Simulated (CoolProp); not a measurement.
Vapour-liquid equilibrium of methanol (1) + toluene (2) at 0.739 MPa; x and y are mole fractions of (1).

Model: multi-fluid Helmholtz-energy mixture model, de Reuck 1993 and Lemmon 2006; pair parameters Bell 2016, in CoolProp.

```json
[
 {"x": "0.05", "bubble temperature, mixture model (K)": "446.2", "bubble temperature, Raoult's law (K)": "461.6", "y, mixture model": "0.370", "y, Raoult's law": "0.218"},
 {"x": "0.2", "bubble temperature, mixture model (K)": "417.2", "bubble temperature, Raoult's law (K)": "440.7", "y, mixture model": "?", "y, Raoult's law": "0.564"},
 {"x": "0.35", "bubble temperature, mixture model (K)": "409.5", "bubble temperature, Raoult's law (K)": "427.6", "y, mixture model": "0.744", "y, Raoult's law": "0.733"},
 {"x": "0.5", "bubble temperature, mixture model (K)": "405.9", "bubble temperature, Raoult's law (K)": "418.1", "y, mixture model": "0.780", "y, Raoult's law": "0.834"},
 {"x": "0.65", "bubble temperature, mixture model (K)": "403.3", "bubble temperature, Raoult's law (K)": "410.8", "y, mixture model": "?", "y, Raoult's law": "0.902"},
 {"x": "0.8", "bubble temperature, mixture model (K)": "400.9", "bubble temperature, Raoult's law (K)": "404.8", "y, mixture model": "?", "y, Raoult's law": "0.952"},
 {"x": "0.95", "bubble temperature, mixture model (K)": "398.8", "bubble temperature, Raoult's law (K)": "399.8", "y, mixture model": "0.963", "y, Raoult's law": "0.989"}
]
```

**Question.** Some entries are withheld; supply them.

**Answer.** 
- 0.2, y, mixture model: 0.676
- 0.65, y, mixture model: 0.819
- 0.8, y, mixture model: 0.876

The largest gap from Raoult's law is -23.5 K in bubble temperature, at x = 0.2. No azeotrope shows between x = 0.05 and 0.95.

Pair parameters are fitted to limited data, so mixtures are less certain than the pure fluids. With so large a gap from Raoult's law the liquid may split in two, which this calculation doesn't test in full.
